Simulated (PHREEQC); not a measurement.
**Spent oxide etchant (model solution)**

Dissolve 0.0078 mol/kgw HF, 0.002 mol/kgw H2SiF6, 0.0049 mol/kgw HBF4 and 0.027 mol/kgw HNO3 at 25 °C. Closed to the air; pH follows from the charge balance.

All values are PHREEQC results (ion-association model, wateq4f.dat), not measurements.

Each row changes one thing in this solution. No solid was allowed to form.

```
case                                 pH  ionic strength (mol/kgw)  HF (mol/kgw)  F- (mol/kgw)  H2F2 (mol/kgw)  H4SiO4 (mol/kgw)  SI of Quartz (SiO2)
---------------------------------  ----  ------------------------  ------------  ------------  --------------  ----------------  -------------------
as made                            1.51                    0.0377       0.00905      0.000237        0.000216           1.21e-5                -0.93
diluted 5-fold with water          2.19                   0.00734       0.00342      0.000388         3.05e-5           4.80e-5                -0.34
HF from 0.0078 to 0.0039 mol/kgw   1.52                    0.0371           [?]      0.000195        0.000141               [?]                -0.39
HF from 0.0078 to 0.00078 mol/kgw  1.52                    0.0365       0.00637      0.000172        0.000107           9.18e-5                -0.05
HF from 0.0078 to 0.039 mol/kgw    1.50                    0.0388        0.0325      0.000829         0.00277           6.00e-9                -4.24
HBF4 left out                      1.57                       [?]       0.00746           [?]        0.000146           3.09e-5                -0.53
```

Task: Fill in the missing entries.

Result: 
- HF from 0.0078 to 0.0039 mol/kgw, HF (mol/kgw): 0.00732
- HF from 0.0078 to 0.0039 mol/kgw, H4SiO4 (mol/kgw): 4.19e-5
- HBF4 left out, ionic strength (mol/kgw): 0.0331
- HBF4 left out, F- (mol/kgw): 0.000220

SiF6-2 is the database's only silicon fluoride. Real BF4- forms and hydrolyses slowly; the run takes it at equilibrium.
